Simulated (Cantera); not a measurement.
A closed system holds: 1 mol SiO₂, 1.7 mol Al₂O₃, 8.9 mol H₂, at 10.0 Pa.

These are equilibrium values from Cantera (NASA tables, ideal gas, pure condensed phases), not measurements of a reactor. Candidate condensed phases: Al, Al₂O₃, Al₂SiO₅, Al₆Si₂O₁₃, H₂O, Si, SiO₂; 28 gas species. Mutual solubility and eutectic melting of coexisting phases are not modelled. Condensed phases not in the tables: alloys, solid solutions and most ternary compounds. Equilibrium is a limit: real reactors are often held back by kinetics, nucleation or transport.

x: gas mole fraction; n: condensed amount in mol.

```csv
T (K),x H₂,x SiO,x H₂O,x H,x OH,x SiO₂,n Al₂O₃(s),n Al₂SiO₅(andalusite),n Al₆Si₂O₁₃(mullite)
1098,1.000,1.03e-6,1.03e-6,2.47e-6,<1e-12,<1e-12,0.700,1.000,0
1148,1.000,3.79e-6,3.79e-6,7.16e-6,<1e-12,<1e-12,0.200,0,0.500
1198,1.000,1.22e-5,1.22e-5,1.90e-5,[?],<1e-12,0.200,0,0.500
1248,1.000,3.59e-5,3.59e-5,4.67e-5,[?],<1e-12,0.200,0,0.500
1298,1.000,9.66e-5,9.66e-5,0.000107,[?],6.28e-12,0.201,0,0.500
1348,0.999,0.000241,0.000241,0.000231,[?],4.64e-11,0.203,0,0.499
1398,0.998,0.000564,0.000564,0.000473,[?],2.96e-10,0.208,0,0.497
1448,0.997,0.00124,0.00124,0.000920,[?],1.66e-9,0.217,0,0.494
1498,0.993,0.00258,0.00258,0.00171,[?],8.31e-9,0.235,0,0.488
1548,0.987,0.00511,0.00511,0.00306,[?],3.73e-8,0.269,0,0.477
1598,0.975,0.00964,0.00964,0.00526,[?],1.53e-7,0.330,0,0.457
```

**Question.** Complete the blanks.

**Answer.** 
- 1198, x OH: 1.84e-12
- 1248, x OH: 1.71e-11
- 1298, x OH: 1.34e-10
- 1348, x OH: 9.00e-10
- 1398, x OH: 5.27e-9
- 1448, x OH: 2.72e-8
- 1498, x OH: 1.26e-7
- 1548, x OH: 5.29e-7
- 1598, x OH: 2.02e-6
